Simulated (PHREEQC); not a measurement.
Model water analysis in mg/L, 18 °C, pH 3.14, pe 12.9:

```tsv
constituent	mg/L
Na	142
K	314
Ca	248
Mg	17.3
Cl	346
S(6) as SO4	902
Zn	5.6
B	0.999
Li	0.0239
```

Valence states are taken as typed.

Computed with PHREEQC (ion-association model, phreeqc.dat).

Each row changes one thing in this solution. No solid was allowed to form.

```json
[
 {"case": "as made", "ionic strength (mol/kgw)": "0.0376", "K+ (mol/kgw)": "0.00787", "SO4-2 (mol/kgw)": "0.00718", "Ca+2 (mol/kgw)": "0.00473", "CaSO4 (mol/kgw)": "0.00146", "Mg+2 (mol/kgw)": "0.000522", "SI of Gypsum (CaSO4:2H2O)": "-0.48", "SI of Sylvite (KCl)": "-5.14"},
 {"case": "temperature from 18 to 5 °C at the same typed pH", "ionic strength (mol/kgw)": "0.0382", "K+ (mol/kgw)": "0.00791", "SO4-2 (mol/kgw)": "0.00738", "Ca+2 (mol/kgw)": "0.00480", "CaSO4 (mol/kgw)": "0.00139", "Mg+2 (mol/kgw)": "0.000564", "SI of Gypsum (CaSO4:2H2O)": "-0.43", "SI of Sylvite (KCl)": "-5.06"},
 {"case": "S(6) from 902 to 1800 mg/L", "ionic strength (mol/kgw)": "[?]", "K+ (mol/kgw)": "0.00773", "SO4-2 (mol/kgw)": "0.0152", "Ca+2 (mol/kgw)": "0.00400", "CaSO4 (mol/kgw)": "0.00220", "Mg+2 (mol/kgw)": "0.000432", "SI of Gypsum (CaSO4:2H2O)": "-0.30", "SI of Sylvite (KCl)": "[?]"},
 {"case": "all concentrations times 3 at the same typed pH", "ionic strength (mol/kgw)": "0.104", "K+ (mol/kgw)": "0.0232", "SO4-2 (mol/kgw)": "0.0194", "Ca+2 (mol/kgw)": "0.0127", "CaSO4 (mol/kgw)": "0.00589", "Mg+2 (mol/kgw)": "0.00138", "SI of Gypsum (CaSO4:2H2O)": "+0.13", "SI of Sylvite (KCl)": "[?]"}
]
```

Task: What belongs in the gaps?

Result: 
- S(6) from 902 to 1800 mg/L, ionic strength (mol/kgw): 0.0521
- S(6) from 902 to 1800 mg/L, SI of Sylvite (KCl): -5.17
- all concentrations times 3 at the same typed pH, SI of Sylvite (KCl): -4.26

Species that the database lacks are ignored. Some of these states are supersaturated (in Gypsum, for instance). Constants without temperature data keep their 25 °C values here.
